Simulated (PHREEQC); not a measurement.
Leach liquor (model solution)

Consider water at 25 °C with 0.22 mol/kgw H2SO4, 0.094 mol/kgw Li2SO4, 0.00013 mol/kgw NiSO4 and 0.0055 mol/kgw HF. Closed to the air; pH follows from the charge balance.

Computed with PHREEQC (ion-association model, wateq4f.dat).

Precipitation was switched off in this run.

Predict the pH, ionic strength.

pH 0.83; ionic strength 0.423 mol/kgw.

In which forms is Li present?

Li+ 95 %, LiSO4- 5.1 % of the Li.
